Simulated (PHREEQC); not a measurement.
**Nickel, zinc or cadmium bath: speciation**

Make-up at 92 °C: 0.0023 mol CdCl2, 0.022 mol KCl and 0.00162 mol HCl per kg of water. Closed to the air; pH follows from the charge balance.

The numbers come from PHREEQC with the ion-association model, phreeqc.dat.

Precipitation was switched off in this run.

**Question.** Estimate the pH, ionic strength.

**Answer.** pH 2.85; ionic strength 0.0276 mol/kgw.

**Question.** In which forms is Cd present?

**Answer.** CdCl+ 56 %, Cd+2 38 %, CdCl2 5.3 % of the Cd.

At this temperature some constants are extrapolated from 25 °C, and those without enthalpy data are left unchanged.
